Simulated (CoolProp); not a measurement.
Model: reference Helmholtz-energy equation of state, Lemmon and Jacobsen 2000, in CoolProp.

Q: For R143a, give the phase and the cp (kJ/(kg K)), cv (kJ/(kg K)) at 454.9 K and 0.564 MPa; 454.9 K and 1.5 MPa; 454.9 K and 1.88 MPa.

A: 
- 454.9 K and 0.564 MPa: gas; cp 1.23, cv 1.12
- 454.9 K and 1.5 MPa: gas; cp 1.26, cv 1.13
- 454.9 K and 1.88 MPa: gas; cp 1.27, cv 1.13
